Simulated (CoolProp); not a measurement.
Vapour-liquid equilibrium of benzene (1) + toluene (2) at 0.0049 MPa; x and y are mole fractions of (1).

Computed with CoolProp (multi-fluid Helmholtz-energy mixture model, Thol 2012 and Lemmon 2006; pair parameters Bell 2016).

| x | bubble temperature, mixture model (°C) | bubble temperature, Raoult's law (°C) | y, mixture model | y, Raoult's law |
|---|---|---|---|---|
| 0.05 | 27.9 | 27.9 | [?] | 0.148 |
| 0.125 | 25.0 | 25.0 | 0.320 | 0.323 |
| 0.2 | 22.5 | 22.4 | 0.456 | 0.459 |
| 0.275 | [?] | 20.1 | 0.563 | 0.566 |
| 0.35 | 18.1 | 18.0 | 0.650 | 0.652 |
| 0.425 | 16.3 | 16.2 | 0.721 | 0.722 |
| 0.5 | 14.5 | 14.5 | 0.780 | 0.780 |
| 0.575 | 13.0 | 12.9 | 0.829 | 0.829 |
| 0.65 | 11.5 | 11.5 | 0.870 | 0.870 |
| 0.725 | [?] | 10.1 | 0.906 | 0.906 |
| 0.8 | 8.9 | 8.9 | 0.936 | 0.936 |
| 0.875 | [?] | 7.7 | 0.963 | 0.963 |
| 0.95 | 6.7 | 6.7 | 0.986 | 0.986 |

Problem. Complete the blanks.

Solution. 
- 0.05, y, mixture model: 0.145
- 0.275, bubble temperature, mixture model (°C): 20.2
- 0.725, bubble temperature, mixture model (°C): 10.2
- 0.875, bubble temperature, mixture model (°C): 7.8

The largest gap from Raoult's law is +0.1 K in bubble temperature, at x = 0.2. No azeotrope shows between x = 0.05 and 0.95.

The pair parameters rest on a limited set of measurements; away from them the model extrapolates.
